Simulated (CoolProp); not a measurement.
Properties of R115 along the isobar 17.6 MPa (Tc = 353.1 K, pc = 3.129 MPa, ω = 0.248).

Computed with CoolProp (reference Helmholtz-energy equation of state, Lemmon 2016).

| T (K) | phase | Z | cv (kJ/(kg K)) | isothermal compressibility (1/MPa) | expansivity (1/kK) |
|---|---|---|---|---|---|
| 200.5 | liquid | 0.9599 | 0.5894 | 0.001187 | 1.676 |
| 243.3 | liquid | 0.8524 | 0.6409 | 0.001889 | 1.833 |
| 286.1 | liquid | 0.7882 | 0.6944 | 0.003114 | ? |
| 328.8 | liquid | ? | 0.7460 | 0.005362 | 2.495 |
| 371.6 | supercritical | ? | ? | 0.009583 | 3.015 |
| 414.4 | supercritical | 0.7767 | 0.8339 | 0.01683 | ? |
| 457.2 | supercritical | 0.8239 | ? | 0.02628 | 3.737 |
| 500 | supercritical | ? | 0.8951 | 0.03454 | 3.501 |

**Question.** What belongs in the gaps?

**Answer.** 
- 286.1, expansivity (1/kK): 2.100
- 328.8, Z: 0.7562
- 371.6, Z: 0.7526
- 371.6, cv (kJ/(kg K)): 0.7931
- 414.4, expansivity (1/kK): 3.532
- 457.2, cv (kJ/(kg K)): 0.8675
- 500, Z: 0.8806
